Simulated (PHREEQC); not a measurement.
A made-up water analysis in mg/kgw, 20 °C, pH 6.27, pe 11.9:

```
constituent         mg/kgw
------------------  ------
Na                    3.32
K                        3
Ca                      49
Mg                    6.63
Cl                    12.6
S(6) as SO4             91
Alkalinity as HCO3    60.4
Cd                   0.564
```

Valence states are taken as typed.

Model: ion-association model, phreeqc.dat, run in PHREEQC.

This is a speciation only: nothing precipitates in the calculation.

Problem. Estimate the ionic strength, charge-balance error, specific conductance.

Solution. ionic strength 0.00521 mol/kgw; charge-balance error -0.3 %; specific conductance 306 µS/cm.

Problem. In which forms is Cd present?

Solution. Cd+2 85 %, CdSO4 11 %, CdCl+ 2.1 %, CdHCO3+ 1.9 % of the Cd.

Complexes and solids missing from the database can't appear.
